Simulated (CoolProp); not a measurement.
Vapour-liquid equilibrium of n-hexane (1) + benzene (2) at 84.75 °C; x and y are mole fractions of (1).

Computed with CoolProp (multi-fluid Helmholtz-energy mixture model, Thol 2019 and Thol 2012; pair parameters Bell 2016).

Problem. Give the bubble pressure and the first vapour's composition at x = 0.35, 0.65, 0.8. Is there an azeotrope?

Solution. x = 0.35: 1.492 bar, y = 0.451; x = 0.65: 1.605 bar, y = 0.687; x = 0.8: 1.630 bar, y = 0.810. y crosses x between x = 0.8 and 0.95: the model has an azeotrope there.

Pair parameters are fitted to limited data, so mixtures are less certain than the pure fluids.
